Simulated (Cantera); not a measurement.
Charge: 1 mol CS2, 0.13 mol O2, 2.5 mol H2, held at 2798.15 K and 1 atm.

Equilibrium computed with Cantera from the NASA thermochemical tables; the gas is ideal and each condensed phase is pure. Candidate condensed phases: C, C6H6, C7H8, C8H18, H2O, H2SO4, S; 123 gas species. Kinetics and transport are ignored.

Base state: H2 0.520, CS 0.139, S2 0.0784, CO 0.0616, H 0.0582, SH 0.0509, S 0.0374, CS2 0.0362 (mole fractions); condensed: gas only.

### Question
What changes in the equilibrium state with this change: CS2 replaced by SF6?

### Answer
| species | before | after |
|---|---|---|
| HF | 0 | 0.756 |
| F | 0 | 0.130 |
| S2 | 0.0784 | 0.0372 |
| H2 | 0.520 | 3.86e-6 |
| CS | 0.139 | 0 |
| CO | 0.0616 | 0 |
| CS2 | 0.0362 | 0 |
| SF | 0 | 0.0140 |
| H2S | 0.0184 | 9.38e-8 |
| SO | 8.08e-7 | 0.0264 |
| SH | 0.0509 | 9.55e-5 |
| H | 0.0582 | 0.000159 |
| S | 0.0374 | 0.0257 |
| SO2 | <1e-9 | 0.00606 |
| SF2 | 0 | 0.00345 |
The tables' values for S2F2 (SSF2), SOF2, SF3, FS2F (FSSF) are old estimates; treat these amounts as uncertain.
